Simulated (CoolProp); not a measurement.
Saturation properties of ammonia (Tc = 132.4 °C, pc = 11.36 MPa, ω = 0.256).

Values from CoolProp's reference Helmholtz-energy equation of state, Gao 2020.

| T (°C) | p (MPa) | surface tension (mN/m) | liquid conductivity (mW/(m K)) |
|---|---|---|---|
| -45.95 | 0.05158 | 37.0 | [?] |
| -27.35 | [?] | 32.7 | 645 |
| -8.85 | 0.3045 | 28.4 | 586 |
| 9.75 | [?] | 24.0 | 530 |
| 28.25 | [?] | 19.7 | 477 |
| 46.85 | 1.872 | 15.6 | 425 |
| 65.35 | 2.973 | 11.6 | 376 |
| 83.95 | 4.508 | 7.82 | [?] |
| 102.55 | 6.574 | 4.34 | 278 |

### Question
Complete the blanks.

### Answer

- -45.95, liquid conductivity (mW/(m K)): 707
- -27.35, p (MPa): 0.1356
- 9.75, p (MPa): 0.6095
- 28.25, p (MPa): 1.107
- 83.95, liquid conductivity (mW/(m K)): 327

It boils at -33.3 °C under 1 atm.

Thermal conductivity comes from a separate model (Tufeu 1984). Surface tension comes from a separate correlation (Mulero 2012).
